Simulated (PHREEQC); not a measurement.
Make-up at 11 °C: 0.58 mol/kgw NaH2PO4, 0.5 mol/kgw NaF and 0.00059 mol/kgw NaCl. Closed to the air; pH follows from the charge balance.

All values are PHREEQC results (ion-association model, phreeqc.dat), not measurements.

Precipitation was switched off in this run.

Question: Estimate the pH, density.

Answer: pH 4.75; density 1.069 g/cm³.

Question: In which forms is F present?

Answer: F- 81 %, NaF 16 %, HF2- 2.0 %, HF 0.8 % of the F.

The ionic strength is past about 0.7 mol/kgw, beyond the range of this activity model, so the values are rough. At this temperature some constants are extrapolated from 25 °C, and those without enthalpy data are left unchanged.
